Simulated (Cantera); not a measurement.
What does this Cantera script print?

```python
import numpy as np
import cantera as ct

gas_names = [...]  # 91 gases of nasa_gas.yaml made of C, Cl, H
cond_names = """
    C(gr) C6H6(L) C7H8(L) C8H18(L),n-octa
""".split()


# ... load() reads the species with a 1 bar reference pressure and builds the phases ...
atoms = {
    'CCl4': {'C': 1, 'CL': 4},
    'H2': {'H': 2},
}
top_T = {'C(gr)': 4500}  # K; cautious upper limits of use, not melting points


# ... equilibrate(T, P, feed) seeds the gas with the atoms and calls Mixture.equilibrate('TP', solver="vcs", rtol=1e-11, max_steps=5000) ...
results = []
feed = {'CCl4': 1, 'H2': 0.052}  # mol
T = 1848.15  # K
P = 3300  # Pa
mix = equilibrate(T, P, feed)
results.append((T, P, feed, dict(zip(mix.species_names, mix.species_moles))))
x = sorted(zip(gas.X, gas.species_names), reverse=True)
print(f"T = {T:g} K  P = {P:g} Pa  gas = {mix.phase_moles(0):.4g} mol")
print("   x: " + "  ".join(f"{s} {v:.3e}" for v, s in x if v > 0.0001))
print("   condensed (mol): " + ("  ".join(f"{mix.phase(i).name} {mix.phase_moles(i):.4g}"
      for i in range(1, mix.n_phases) if mix.phase_moles(i) > 1e-12) or "none"))
```

It prints:

```
T = 1848.15 K  P = 3300 Pa  gas = 3.494 mol
   x: CL 8.254e-01  CL2 1.448e-01  HCL 2.977e-02
   condensed (mol): C(gr) 0.9998
```

These are equilibrium values from Cantera (NASA tables, ideal gas, pure condensed phases), not measurements of a reactor.
